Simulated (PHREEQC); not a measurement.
Dissolve 0.2 mol/kgw KOH, 0.019 mol/kgw H3BO3 and 0.024 mol/kgw K2CO3 at 25 °C. Closed to the air; pH follows from the charge balance.

Equilibrium calculation in PHREEQC: ion-association model, phreeqc.dat.

| quantity | before | after |
|---|---|---|
| pH | 13.09 | 12.93 |
| ionic strength (mol/kgw) | 0.272 | 0.272 |
| HCO3- (mol/kgw) | 1.60e-5 | 2.11e-5 |
| H3BO3 (mol/kgw) | 1.86e-6 | 2.46e-6 |

Question: Name the change that produced these shifts.
(A) temperature from 25 to 45 °C
(B) temperature from 25 to 50 °C
(C) temperature from 25 to 30 °C
(D) K2CO3 from 0.024 to 0.24 mol/kgw
(E) H3BO3 from 0.019 to 0.0038 mol/kgw

Answer: C, temperature from 25 to 30 °C

Precipitation was switched off in this run.
